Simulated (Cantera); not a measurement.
Input: 1 mol SiHCl3, 0.075 mol HCl, 8.8 mol H2, held at 1473 K and 0.100 bar.

Equilibrium computed with Cantera from the NASA thermochemical tables; the gas is ideal and each condensed phase is pure. Candidate condensed phases: Si; 19 gas species. The tables' values for SiCl3 are old estimates; treat these amounts as uncertain. Equilibrium is a limit: real reactors are often held back by kinetics, nucleation or transport.

Base state: H2 0.804, HCl 0.123, SiCl2 0.0594, SiCl3 0.00768, SiCl4 0.00340, SiHCl3 0.00208, SiH2Cl2 0.000200, H 3.59e-5 (mole fractions); condensed: Si(s).

What changes in the equilibrium state with this change: H2 from 8.8 to 250 mol?


| species | before | after |
|---|---|---|
| H2 | 0.804 | 0.988 |
| HCl | 0.123 | 0.0114 |
| SiCl2 | 0.0594 | 0.000410 |
| SiCl4 | 0.00340 | 1.62e-7 |
| SiCl3 | 0.00768 | 4.41e-6 |
| Si(s), mol | 0.216 | 0.894 |

What changes in the equilibrium state with this change: HCl from 0.075 to 4.5 mol?


```
species       before    after
----------  --------  -------
H2             0.804    0.614
HCl            0.123    0.319
SiCl2         0.0594   0.0339
SiCl4        0.00340   0.0170
SiCl3        0.00768   0.0130
Cl           4.46e-6  1.32e-5
SiH2Cl2     0.000200  8.72e-5
SiHCl3       0.00208  0.00308
Si(s), mol     0.216        0
```
